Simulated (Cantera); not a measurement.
# Stirred combustor or abatement burner

A perfectly stirred reactor is fed with CO : H₂ : CH₄ : O₂ : N₂ = 1 : 0.31 : 0.072 : 1.27 : 5.96 (molar parts), equivalence ratio 0.63, at 1300000 Pa; it is adiabatic with a 375 K inlet, and is followed from long to short residence time, starting on the burning branch (τ in s: 0.022, 0.012, 0.0068, 0.0038, 0.0021, 0.0012, 0.00064, 0.00036, 0.0002, 0.00011, 6.1e-05, 3.4e-05, 1.9e-05).

Cantera simulation using GRI-Mech 3.0 (53 species, 325 reactions); the numbers are that mechanism's predictions, not measurements. The pressure lies above the range GRI-Mech 3.0 was tuned for (to about 10 atm).

```json
[
 {"τ (s)": "0.022", "T (K)": "1810", "x CO": "0.000562", "x H₂": "2.82e-5", "x CH₄": "1.74e-6", "x HCO": "1.21e-9", "x HO₂": "2.31e-6", "x CH₃": "3.52e-7", "x H": "2.22e-6"},
 {"τ (s)": "0.012", "T (K)": "1808", "x CO": "0.000854", "x H₂": "4.15e-5", "x CH₄": "2.64e-6", "x HCO": "2.23e-9", "x HO₂": "3.31e-6", "x CH₃": "5.31e-7", "x H": "3.78e-6"},
 {"τ (s)": "0.0068", "T (K)": "1804", "x CO": "0.00126", "x H₂": "6.00e-5", "x CH₄": "3.88e-6", "x HCO": "3.95e-9", "x HO₂": "4.75e-6", "x CH₃": "7.69e-7", "x H": "6.29e-6"},
 {"τ (s)": "0.0038", "T (K)": "1799", "x CO": "0.00189", "x H₂": "8.77e-5", "x CH₄": "5.75e-6", "x HCO": "7.14e-9", "x HO₂": "6.95e-6", "x CH₃": "1.11e-6", "x H": "1.07e-5"},
 {"τ (s)": "0.0021", "T (K)": "1791", "x CO": "0.00285", "x H₂": "0.000129", "x CH₄": "8.63e-6", "x HCO": "1.31e-8", "x HO₂": "1.03e-5", "x CH₃": "1.59e-6", "x H": "1.83e-5"},
 {"τ (s)": "0.0012", "T (K)": "1780", "x CO": "0.00422", "x H₂": "0.000186", "x CH₄": "1.27e-5", "x HCO": "2.34e-8", "x HO₂": "1.52e-5", "x CH₃": "2.22e-6", "x H": "3.03e-5"},
 {"τ (s)": "0.00064", "T (K)": "1761", "x CO": "0.00659", "x H₂": "0.000282", "x CH₄": "2.02e-5", "x HCO": "4.51e-8", "x HO₂": "2.35e-5", "x CH₃": "3.22e-6", "x H": "5.25e-5"},
 {"τ (s)": "0.00036", "T (K)": "1734", "x CO": "0.0101", "x H₂": "0.000417", "x CH₄": "3.19e-5", "x HCO": "8.30e-8", "x HO₂": "3.58e-5", "x CH₃": "4.56e-6", "x H": "8.40e-5"},
 {"τ (s)": "0.00020", "T (K)": "1685", "x CO": "0.0165", "x H₂": "0.000647", "x CH₄": "5.65e-5", "x HCO": "1.57e-7", "x HO₂": "5.78e-5", "x CH₃": "6.77e-6", "x H": "0.000127"},
 {"τ (s)": "0.00011", "T (K)": "375", "x CO": "0.116", "x H₂": "0.0360", "x CH₄": "0.00836", "x HCO": "<1e-12", "x HO₂": "<1e-12", "x CH₃": "<1e-12", "x H": "<1e-12"},
 {"τ (s)": "6.1e-5", "T (K)": "375", "x CO": "0.116", "x H₂": "0.0360", "x CH₄": "0.00836", "x HCO": "<1e-12", "x HO₂": "<1e-12", "x CH₃": "<1e-12", "x H": "<1e-12"},
 {"τ (s)": "3.4e-5", "T (K)": "375", "x CO": "0.116", "x H₂": "0.0360", "x CH₄": "0.00836", "x HCO": "<1e-12", "x HO₂": "<1e-12", "x CH₃": "<1e-12", "x H": "<1e-12"},
 {"τ (s)": "1.9e-5", "T (K)": "375", "x CO": "0.116", "x H₂": "0.0360", "x CH₄": "0.00836", "x HCO": "<1e-12", "x HO₂": "<1e-12", "x CH₃": "<1e-12", "x H": "<1e-12"}
]
```
x: mole fraction; the columns are a selection and need not sum to one.
